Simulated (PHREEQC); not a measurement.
A solution holds 27 mmol/kgw MgCl2 and 20 mmol/kgw KBr, at 20 °C. Closed to the air; pH follows from the charge balance.

The numbers come from PHREEQC with the Pitzer model, pitzer.dat.

Question: The ionic strength comes out as 0.101 mol/kgw. What activity coefficients do Br-, Cl-, K+, Mg+2 get?

Answer: Br- 0.77, Cl- 0.77, K+ 0.78, Mg+2 0.40. Single-ion values are on the MacInnes scale.

Precipitation was switched off in this run.
